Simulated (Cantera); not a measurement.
A closed system holds: 1 mol HCl, 9.8 mol H₂O, 50 mol N₂, equilibrated at 2750 K and 1.20 mbar.

Cantera equilibrium calculation (NASA polynomials, part measured and part estimated; ideal gas, pure solids and liquids). Candidate condensed phases: H₂O, NH₄Cl; 29 gas species. Kinetics and transport are ignored.

Base state: N₂ 0.633, H 0.223, O 0.0973, H₂ 0.0127, Cl 0.0117, OH 0.00879, O₂ 0.00575, NO 0.00508 (mole fractions); condensed: gas only.

### Question
What changes in the equilibrium state with this change: temperature from 2750 K to 948 K?

### Answer
```
species    before    after
-------  --------  -------
N₂          0.633    0.822
H₂O       0.00187    0.161
HCl      0.000968   0.0164
H           0.223    <1e-9
O          0.0973    <1e-9
H₂         0.0127  3.36e-7
Cl         0.0117  4.09e-7
OH        0.00879  6.10e-9
NO        0.00508  9.02e-9
```

### Question
What changes in the equilibrium state with this change: temperature from 2750 K to 2700 K?

### Answer
```tsv
species	before	after
N₂	0.633	0.640
H	0.223	0.212
O	0.0973	0.0907
H₂	0.0127	0.0167
OH	0.00879	0.0112
Cl	0.0117	0.0115
H₂O	0.00187	0.00345
N	5.52e-5	3.75e-5
HCl	0.000968	0.00131
O₂	0.00575	0.00757
NO	0.00508	0.00545
```

### Question
What changes in the equilibrium state with this change: temperature from 2750 K to 2825 K?

### Answer
| species | before | after |
|---|---|---|
| N₂ | 0.633 | 0.626 |
| H | 0.223 | 0.234 |
| O | 0.0973 | 0.105 |
| H₂ | 0.0127 | 0.00826 |
| Cl | 0.0117 | 0.0119 |
| H₂O | 0.00187 | 0.000722 |
| N | 5.52e-5 | 9.60e-5 |
| HCl | 0.000968 | 0.000611 |
